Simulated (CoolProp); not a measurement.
Vapour-liquid equilibrium of ethanol (1) + n-hexane (2) at 0.443 MPa; x and y are mole fractions of (1).

Computed with CoolProp (multi-fluid Helmholtz-energy mixture model, Schroeder 2014 and Thol 2019; pair parameters Bell 2016).

| x | bubble temperature (K) | y at the bubble point | dew temperature at overall composition x (K) | liquid density (mol/L) |
|---|---|---|---|---|
| 0.05 | 390.3 | 0.175 | 395.6 | 6.677 |
| 0.15 | 383.7 | 0.335 | 391.4 | 7.146 |
| 0.25 | 381.4 | 0.401 | 387.1 | 7.633 |
| 0.35 | 380.7 | 0.434 | 383.1 | 8.190 |
| 0.45 | 380.5 | 0.455 | 380.5 | 8.845 |
| 0.55 | 380.6 | 0.478 | 382.1 | 9.618 |
| 0.65 | 381.2 | 0.512 | 385.0 | 10.53 |
| 0.75 | 382.7 | 0.572 | 387.8 | 11.58 |
| 0.85 | 385.8 | 0.681 | 390.5 | 12.79 |
| 0.95 | 391.0 | 0.868 | 393.1 | 14.18 |

y crosses x between x = 0.45 and 0.55: the model has an azeotrope there.

Pair parameters are fitted to limited data, so mixtures are less certain than the pure fluids.
